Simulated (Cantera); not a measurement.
An isothermal, constant-pressure homogeneous reactor starts with CO : O2 : H2O : N2 = 0.017 : 0.015 : 0.00073 : 1 (molar parts), equivalence ratio 0.57, at 1150 K and 1.00 bar.

Model: GRI-Mech 3.0 (53 species, 325 reactions), integrated in Cantera.

x: mole fraction; the columns are a selection and need not sum to one.

| t (s) | x CO | x O2 | x H2O | x N2O | x OH |
|---|---|---|---|---|---|
| 3.00e-6 | 0.0165 | 0.0145 | 0.000707 | <1e-12 | <1e-12 |
| 2.22e-5 | 0.0165 | 0.0145 | 0.000707 | <1e-12 | <1e-12 |
| 0.000164 | 0.0165 | 0.0145 | 0.000707 | <1e-12 | 4.56e-12 |
| 0.00122 | 0.0165 | 0.0145 | 0.000707 | 1.28e-12 | 1.01e-10 |
| 0.00900 | 0.0165 | 0.0145 | 0.000707 | 5.11e-10 | 2.76e-8 |
| 0.0666 | 0.00277 | 0.00769 | 0.000692 | ___ | 9.18e-6 |
| 0.493 | 5.77e-5 | 0.00637 | 0.000712 | ___ | 1.67e-6 |
| 3.65 | 4.46e-7 | 0.00635 | 0.000713 | ___ | 2.97e-7 |
| 27.0 | 4.86e-9 | 0.00635 | 0.000713 | ___ | 1.07e-7 |
| 200 | 1.07e-9 | 0.00635 | 0.000713 | ___ | 5.20e-8 |

Problem. Fill in the missing entries.

Solution. 
- 0.0666, x N2O: 1.01e-6
- 0.493, x N2O: 1.26e-6
- 3.65, x N2O: 9.51e-7
- 27.0, x N2O: 8.42e-8
- 200, x N2O: 2.06e-9
